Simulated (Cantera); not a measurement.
Charge: 1 mol MgO, 0.82 mol C, 0.61 mol H2, equilibrated at 550 °C and 1.00 Torr.

Equilibrium computed with Cantera from the NASA thermochemical tables; the gas is ideal and each condensed phase is pure. Candidate condensed phases: C, C6H6, C7H8, C8H18, H2O, Mg, MgCO3, MgO, Mg(OH)2; 116 gas species. Equilibrium is a limit: real reactors are often held back by kinetics, nucleation or transport.

Base state: H2 0.999, CH4 0.00124 (mole fractions); condensed: C(graphite) + MgO(s).

### Question
What changes in the equilibrium state with this change: temperature from 550 °C to 1902 °C?

### Answer
```tsv
species	before	after
Mg	<1e-9	0.397
CO	<1e-9	0.312
H2	0.999	0.168
H	<1e-9	0.0548
H2O	<1e-9	0.0479
CO2	<1e-9	0.0171
OH	<1e-9	0.00210
CH4	0.00124	<1e-9
C(graphite), mol	0.819	0
MgO(s), mol	1.00	0.00844
```
The tables' values for MgH are old estimates; treat these amounts as uncertain.

### Question
What changes in the equilibrium state with this change: temperature from 550 °C to 1677 °C?

### Answer
```tsv
species	before	after
Mg	<1e-9	0.365
CO	<1e-9	0.358
H2	0.999	0.256
H	<1e-9	0.0159
H2O	<1e-9	0.00384
CH4	0.00124	<1e-9
C(graphite), mol	0.819	0
MgO(s), mol	1.00	0.168
```
The tables' values for MgH are old estimates; treat these amounts as uncertain.

### Question
What changes in the equilibrium state with this change: MgO replaced by Ta2O5?

### Answer
| species | before | after |
|---|---|---|
| H2 | 0.999 | 0.998 |
| CH4 | 0.00124 | 0.00124 |
| CO | <1e-9 | 0.000704 |
| H2O | <1e-9 | 1.24e-5 |
| C(graphite), mol | 0.819 | 0.819 |
| MgO(s), mol | 1.00 | 0 |
| TaC(s), mol | 0 | 0.000175 |
| Ta2O5(s), mol | 0 | 1.000 |
TaC: taken at fixed stoichiometry. Condensed phases not in the tables: Ta2C. Further candidate phases: Ta, TaC, Ta2O5.
